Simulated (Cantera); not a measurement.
A closed system holds: 1 mol MgO, 0.87 mol H₂S, 4.1 mol H₂O, at 14.0 bar.

Cantera equilibrium calculation (NASA polynomials, part measured and part estimated; ideal gas, pure solids and liquids). Candidate condensed phases: H₂O, H₂SO₄, Mg, MgO, Mg(OH)₂, MgS, MgSO₄, S; 26 gas species. Gases not in the tables: S₃ to S₇. Equilibrium is a limit: real reactors are often held back by kinetics, nucleation or transport.

Question: At 1048 K, list the 5 most abundant gas species with their mole fractions, and the condensed phases.

Answer: H₂O 0.818, H₂S 0.167, H₂ 0.0104, S₂ 0.00269, SO₂ 0.00162. Condensed: MgO(s).
